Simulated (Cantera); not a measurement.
Cantera run:

```python
import numpy as np
import cantera as ct

gas_names = """
    Fe FeO Fe(OH)2 H HNO HNO2 HNO3 HO2 H2 H2O H2O2 N NH NH2 NH3 NH2OH NO NO2 NO3 N2 N2H2 N2H4 N2O O OH
    O2 O3
""".split()
cond_names = """
    Fe(a) Fe(c) Fe(d) Fe(L) FeO(s) FeO(L) Fe(OH)2(s) Fe(OH)3(s) Fe2O3(s) Fe3O4(s) H2O(s) H2O(L)
""".split()


def load(file, names, dense=False):
    # The tables refer to 1 bar. Condensed volumes are neglected.
    table = {s.name: s for s in ct.Species.list_from_file(file)}
    out = []
    for n in names:
        d = dict(table[n].input_data)
        d["thermo"] = dict(d["thermo"], **{"reference-pressure": 1e5})
        if dense:
            d["equation-of-state"] = {"model": "constant-volume", "density": "1e6 g/cm^3"}
        out.append(ct.Species.from_dict(d))
    return out


gas = ct.Solution(thermo="ideal-gas", species=load("nasa_gas.yaml", gas_names))
cond = {s.name: ct.Solution(thermo="fixed-stoichiometry", species=[s], name=s.name)
        for s in load("nasa_condensed.yaml", cond_names, dense=True)}
atoms = {
    'Fe3O4': {'Fe': 3, 'O': 4},
    'H2': {'H': 2},
    'N2': {'N': 2},
}
top_T = {'Fe2O3(s)': 1830, 'Fe3O4(s)': 1870}  # K; cautious upper limits of use, not melting points


def equilibrate(T, P, feed):
    n = {}
    for name, mol in feed.items():
        for a, k in atoms[name].items():
            n[a] = n.get(a, 0.0) + k * mol
    gas.TPX = T, P, n
    mass = sum(n.values()) * gas.mean_molecular_weight
    gas.equilibrate("TP")
    valid = [c for c in cond.values() if c.min_temp <= T <= top_T.get(c.name, c.max_temp)]
    mix = ct.Mixture([(gas, mass / gas.mean_molecular_weight)] + [(c, 0.0) for c in valid])
    mix.T, mix.P = T, P
    mix.equilibrate("TP", solver="vcs", rtol=1e-11, max_steps=5000)
    return mix


results = []
feed = {'Fe3O4': 1, 'H2': 7.5, 'N2': 54}  # mol
P = 850  # Pa
for T in [950, 1050, 1150, 1250, 1350, 1450, 1550, 1650, 1750, 1850, 1950, 2050, 2150]:
    mix = equilibrate(T, P, feed)
    results.append((T, P, feed, dict(zip(mix.species_names, mix.species_moles))))

top = {s: max(r[3][s] / sum(r[3][g] for g in gas_names) for r in results) for s in gas_names}
cols = sorted((s for s in top if top[s] > 1e-05), key=lambda s: -top[s])[:8]
seen = [c for c in cond_names if any(r[3].get(c, 0) > 1e-12 for r in results)]
print("log10 of partial pressures in bar; condensed amounts in mol")
print(f"{'T/K':>10s}" + "".join(f"{s[:9]:>10s}" for s in cols + seen))
for T, P, feed, n in results:
    ng = sum(n[g] for g in gas_names)
    print(f"{T:10.4g}" + "".join(f"{np.log10(max(n[s] / ng * P / 1e5, 1e-99)):10.3f}" for s in cols)
          + "".join(f"{n.get(c, 0):10.4g}" for c in seen))
```

It prints:

```
log10 of partial pressures in bar; condensed amounts in mol
       T/K        N2        H2       H2O        Fe         H        OH       FeO        NO     Fe(a)     Fe(c)     Fe(d)     Fe(L)    FeO(s)    FeO(L)
       950    -2.127    -3.048    -3.853   -14.951   -10.778   -14.416   -19.771   -16.974   0.01504         0         0         0     2.985         0
      1050    -2.127    -3.064    -3.760   -12.815    -9.623   -12.815   -17.108   -15.088    0.2565         0         0         0     2.744         0
      1150    -2.127    -3.082    -3.681   -11.066    -8.668   -11.486   -14.916   -13.521    0.5076         0         0         0     2.492         0
      1250    -2.127    -3.099    -3.618    -9.606    -7.865   -10.371   -13.084   -12.203         0    0.7431         0         0     2.257         0
      1350    -2.127    -3.115    -3.569    -8.367    -7.181    -9.424   -11.531   -11.083         0    0.9522         0         0     2.048         0
      1450    -2.127    -3.130    -3.531    -7.302    -6.589    -8.610   -10.199   -10.119         0     1.132         0         0     1.868         0
      1550    -2.127    -3.143    -3.500    -6.378    -6.073    -7.904    -9.044    -9.282         0     1.283         0         0     1.714         0
      1650    -2.127    -3.154    -3.477    -5.568    -5.619    -7.286    -8.035    -8.548         0     1.397         0         0         0     1.583
      1750    -2.128    -3.152    -3.487    -4.856    -5.209    -6.776    -7.190    -7.942         0         0     1.264         0         0     1.634
      1850    -2.130    -3.155    -3.494    -4.233    -4.846    -6.317    -6.442    -7.395         0         0         0     0.916         0     1.654
      1950    -2.138    -3.176    -3.485    -3.711    -4.528    -5.879    -5.774    -6.873         0         0         0         0         0     1.544
      2050    -2.146    -3.295    -3.341    -3.480    -4.292    -5.299    -5.175    -6.165         0         0         0         0         0    0.4464
      2150    -2.151    -3.358    -3.307    -3.419    -4.054    -4.892    -4.924    -5.665         0         0         0         0         0         0
```

Cantera equilibrium calculation (NASA polynomials, part measured and part estimated; ideal gas, pure solids and liquids). Each liquid is taken as pure. Mutual solubility and eutectic melting of coexisting phases are not modelled. The tables' stoichiometric FeO is somewhat more stable than real wüstite, so its field is too wide. FeO: taken at fixed stoichiometry.
